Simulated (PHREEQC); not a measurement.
NaOH is added in steps, without added water, to 1 kg of water holding 4e-05 mol Ca(HCO3)2, 6.5e-05 mol CO2 and 0.0015 mol H4SiO4, at 90 °C. Oxygen alone is held at its pressure in air (log pO2 = -0.68). CO2 from the air is kept out. The run lets Calcite, Portlandite, Chalcedony, Nahcolite, Natron precipitate or redissolve, and no other solid.

Base run: PHREEQC, ion-association model, wateq4f.dat. Each further column changes one thing. The table gives CO2 (mol/kgw).

```csv
NaOH added (mol),base,Davies equation for every ion,database phreeqc.dat,all activity coefficients set to 1,metal-ligand complexes left out
0,6.78e-5,6.78e-5,6.84e-5,6.78e-5,6.78e-5
0.0005469,8.13e-7,8.13e-7,8.34e-7,8.12e-7,8.22e-7
0.001203,2.53e-7,2.52e-7,2.62e-7,2.52e-7,2.63e-7
0.00175,1.31e-7,1.31e-7,1.37e-7,1.30e-7,…
0.002297,7.68e-8,7.66e-8,8.14e-8,7.62e-8,…
0.002953,4.51e-8,4.49e-8,4.83e-8,4.36e-8,5.26e-8
0.0035,3.08e-8,3.07e-8,3.32e-8,…,3.71e-8
```

Q: Fill in the missing entries.

A: 
- 0.00175, metal-ligand complexes left out: 1.42e-7
- 0.002297, metal-ligand complexes left out: 8.73e-8
- 0.0035, all activity coefficients set to 1: 2.93e-8

Away from 25 °C the constants follow the database's enthalpies or fits; those with neither stay at their 25 °C values. phreeqc.dat and wateq4f.dat share most of their constants, so their agreement is no independent check. Solids allowed in the column 'database phreeqc.dat': Calcite, SiO2(a).
